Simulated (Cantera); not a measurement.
## Transport properties of process gases

Gas mixture: C3H8 : CO2 = 0.26 : 0.14 (molar parts), at 0.00760 bar, frozen composition.

Cantera's kinetic-theory transport with the Lennard-Jones parameters of GRI-Mech 3.0, ideal gas; thermal conductivity in the mixture-averaged form. The composition is frozen, though it would react at the higher temperatures.

```
T (K)  ρ (kg/m³)  cp (J/kg/K)  μ (µPa s)  λ (mW/m/K)     Pr  D (cm²/s) N2  D (cm²/s) H2  D (cm²/s) NO
-----  ---------  -----------  ---------  ----------  -----  ------------  ------------  ------------
400       0.0101         1716       13.3        28.7  0.793          28.5           115          28.0
650      0.00620         2391       20.1        58.4  0.823          67.1           263          65.7
900      0.00448         2859       25.8        87.6  0.842           117           454           115
1150     0.00350         3173       30.8         115  0.850           177           683           173
1400     0.00288         3401       35.3         140  0.855           246           948           241
1650     0.00244         3579       39.4         164  0.860           324          1240           317
1900     0.00212         3715       43.3         186  0.864           410          1570           401
2150     0.00187         3817       47.0         207  0.867           503          1930           493
2400     0.00168         3891       50.6         227  0.868           604          2320           591
```
D: mixture-averaged diffusion coefficient of that species in the mixture.
